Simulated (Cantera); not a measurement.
Input (Python, Cantera) and output of one run.

```python
import numpy as np
import cantera as ct

gas_names = """
    H HO2 H2 H2O H2O2 O OH O2 O3 Pb PbO Pb2
""".split()
cond_names = """
    H2O(s) H2O(L) Pb(cr) Pb(L) PbO(rd) PbO(yw) PbO(L) PbO2(s) Pb3O4(s)
""".split()


# ... load() reads the species with a 1 bar reference pressure and builds the phases ...
atoms = {
    'PbO': {'Pb': 1, 'O': 1},
    'O2': {'O': 2},
    'H2': {'H': 2},
}
top_T = {'Pb3O4(s)': 820}  # K; cautious upper limits of use, not melting points


# ... equilibrate(T, P, feed) seeds the gas with the atoms and calls Mixture.equilibrate('TP', solver="vcs", rtol=1e-11, max_steps=5000) ...
results = []
feed = {'PbO': 1, 'O2': 0.044, 'H2': 29}  # mol
T = 498.15  # K
P = 10  # Pa
mix = equilibrate(T, P, feed)
results.append((T, P, feed, dict(zip(mix.species_names, mix.species_moles))))
x = sorted(zip(gas.X, gas.species_names), reverse=True)
print(f"T = {T:g} K  P = {P:g} Pa  gas = {mix.phase_moles(0):.4g} mol")
print("   x: " + "  ".join(f"{s} {v:.3e}" for v, s in x if v > 0.0001))
print("   condensed (mol): " + ("  ".join(f"{mix.phase(i).name} {mix.phase_moles(i):.4g}"
      for i in range(1, mix.n_phases) if mix.phase_moles(i) > 1e-12) or "none"))
```

Output:

```
T = 498.15 K  P = 10 Pa  gas = 29 mol
   x: H2 9.625e-01  H2O 3.752e-02
   condensed (mol): Pb(cr) 1
```

Method: chemical equilibrium by Gibbs-energy minimisation in Cantera with the NASA 1993 tables (ideal gas, pure condensed phases).
